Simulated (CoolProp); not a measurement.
Vapour-liquid equilibrium of dimethyl ether (1) + n-pentane (2) at 0.647 MPa; x and y are mole fractions of (1).

The numbers come from the multi-fluid Helmholtz-energy mixture model, Wu 2011 and Thol 2019; pair parameters Bell 2016 in CoolProp.

| x | bubble temperature, mixture model (°C) | bubble temperature, Raoult's law (°C) | y, mixture model | y, Raoult's law |
|---|---|---|---|---|
| 0.05 | 98.3 | 94.6 | 0.145 | 0.230 |
| 0.125 | 88.3 | 83.2 | 0.360 | 0.460 |
| 0.2 | 77.7 | 74.1 | 0.545 | 0.609 |
| 0.275 | 67.6 | 66.5 | 0.683 | 0.711 |
| 0.35 | 58.9 | 60.0 | 0.777 | 0.784 |
| 0.425 | 51.8 | 54.5 | 0.838 | 0.838 |
| 0.5 | 46.3 | 49.7 | 0.879 | 0.878 |
| 0.575 | 42.1 | 45.5 | 0.906 | 0.909 |
| 0.65 | 38.8 | 41.7 | 0.927 | 0.934 |
| 0.725 | 36.2 | 38.3 | 0.942 | 0.954 |
| 0.8 | 33.9 | 35.2 | 0.957 | 0.970 |
| 0.875 | 31.8 | 32.4 | 0.971 | 0.983 |
| 0.95 | 29.7 | 29.8 | 0.987 | 0.994 |

The largest gap from Raoult's law is +5.1 K in bubble temperature, at x = 0.125. No azeotrope shows between x = 0.05 and 0.95.

The pair parameters rest on a limited set of measurements; away from them the model extrapolates. The gap from Raoult's law changes sign with composition, which may be real or a fault of the pair parameters; it wasn't checked against measurements.
